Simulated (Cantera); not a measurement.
Input: 1 mol Cr, 1.5 mol H2O, 54 mol H2, 0.36 mol NH3, equilibrated at 1075 K and 1.33 mbar.

Equilibrium computed with Cantera from the NASA thermochemical tables; the gas is ideal and each condensed phase is pure. Candidate condensed phases: Cr, CrN, Cr2N, Cr2O3, H2O; 29 gas species. Mutual solubility and eutectic melting of coexisting phases are not modelled. Rates play no part.

Base state: H2 0.997, N2 0.00320, H2O 2.37e-5 (mole fractions); condensed: Cr(s) + Cr2O3(s).

### Question
What changes in the equilibrium state with this change: NH3 from 0.36 to 0.67 mol?

### Answer
```csv
species,before,after
H2,0.997,0.994
N2,0.00320,0.00589
H2O,2.37e-5,2.37e-5
"Cr(s), mol",0.000889,0.000896
"Cr2O3(s), mol",0.500,0.500
```

### Question
What changes in the equilibrium state with this change: temperature from 1075 K to 2823.15 K?

### Answer
```csv
species,before,after
H,4.01e-7,0.851
H2,0.997,0.123
O,<1e-9,0.0108
Cr,1.87e-9,0.00970
OH,<1e-9,0.00248
CrO,<1e-9,0.000124
O2,<1e-9,4.38e-5
"Cr(s), mol",0.000889,0
"Cr2O3(s), mol",0.500,0
```

### Question
What changes in the equilibrium state with this change: NH3 from 0.36 to 2.2 mol?

### Answer
| species | before | after |
|---|---|---|
| H2 | 0.997 | 0.982 |
| N2 | 0.00320 | 0.0184 |
| H2O | 2.37e-5 | 2.34e-5 |
| Cr(s), mol | 0.000889 | 0.000933 |
| Cr2O3(s), mol | 0.500 | 0.500 |
